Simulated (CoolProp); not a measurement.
Fluorine along the isotherm -121.15 °C: density (kg/m³) from the reference equation and from simpler models built on Tc = -128.7 °C, pc = 52.40 bar, ω = 0.045; each cubic takes its own stable root.

Computed with CoolProp (reference Helmholtz-energy equation of state, de Reuck 1990).

```
p (bar)          phase  reference
-------  -------------  ---------
22.2               gas      76.89
44.4               gas      191.3
66.7     supercritical      488.4
88.9     supercritical      826.3
111      supercritical      917.4
133      supercritical      971.9
156      supercritical       1013
178      supercritical       1045
200      supercritical       1071
```

How far does each simpler model (van der Waals, Redlich-Kwong, Soave-Redlich-Kwong, Peng-Robinson) lie from the reference over these 9 states: mean and median of the absolute difference, and the worst?


- van der Waals: mean 14.7 %, median 20.5 %, worst -21.1 % at -121.15 °C and 200 bar
- Redlich-Kwong: mean 4.2 %, median 3.8 %, worst -9.5 % at -121.15 °C and 88.9 bar
- Soave-Redlich-Kwong: mean 4.6 %, median 4.3 %, worst -10.3 % at -121.15 °C and 88.9 bar
- Peng-Robinson: mean 3.7 %, median 3.5 %, worst +7.2 % at -121.15 °C and 200 bar
